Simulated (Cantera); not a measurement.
# Adiabatic ignition

An adiabatic, constant-pressure homogeneous reactor starts with CH4 : CO : O2 : N2 = 1 : 1 : 2.58 : 9.69 (molar parts), at 1775 K and 5.00 bar.

Model: GRI-Mech 3.0 (53 species, 325 reactions), integrated in Cantera.

```
t (s)     T (K)   x CH4    x CO    x O2   x C2H6     x CH3    x CH2
--------  -----  ------  ------  ------  -------  --------  -------
3.00e-6    1775  0.0699  0.0701   0.181  7.46e-7  0.000112  1.68e-9
1.05e-5    1776  0.0691  0.0700   0.180  5.34e-5  0.000555  3.66e-8
3.70e-5    2627  <1e-12  0.0752  0.0410   <1e-12    <1e-12   <1e-12
0.000130   2959  <1e-12  0.0587  0.0301   <1e-12    <1e-12   <1e-12
0.000456   2948  <1e-12  0.0591  0.0271   <1e-12    <1e-12   <1e-12
0.00160    2946  <1e-12  0.0591  0.0267   <1e-12    <1e-12   <1e-12
0.00562    2946  <1e-12  0.0591  0.0267   <1e-12    <1e-12   <1e-12
0.0197     2946  <1e-12  0.0591  0.0267   <1e-12    <1e-12   <1e-12
0.0693     2946  <1e-12  0.0591  0.0267   <1e-12    <1e-12   <1e-12
0.243      2946  <1e-12  0.0591  0.0267   <1e-12    <1e-12   <1e-12
0.854      2946  <1e-12  0.0591  0.0267   <1e-12    <1e-12   <1e-12
3.00       2946  <1e-12  0.0591  0.0267   <1e-12    <1e-12   <1e-12
```
x: mole fraction; the columns are a selection and need not sum to one.

The time of steepest temperature rise comes out as 33.9 µs, the temperature at 3.00 s comes out as 2946 K and the equilibrium temperature comes out as 2946 K. The x(CH4) at 3.00 s comes out as <1e-12 (gas-phase equilibrium <1e-12). The x(CO) at 3.00 s is 0.0591 (gas-phase equilibrium 0.0591) and the x(O2) at 3.00 s is 0.0267 (gas-phase equilibrium 0.0267).
